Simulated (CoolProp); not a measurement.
Computed with CoolProp (reference Helmholtz-energy equation of state, Gao 2022).

### Question
Give the vapour pressure (kPa), liquid density (kg/m³), vapour density (kg/m³), enthalpy of vaporisation (kJ/kg) of saturated n-perfluorohexane at 90.15, 115.95 °C.

### Answer
```csv
T (°C),p (kPa),liquid density (kg/m³),vapour density (kg/m³),enthalpy of vaporisation (kJ/kg)
90.15,275,1460,35.3,74.2
115.95,522,1360,69.2,64.4
```
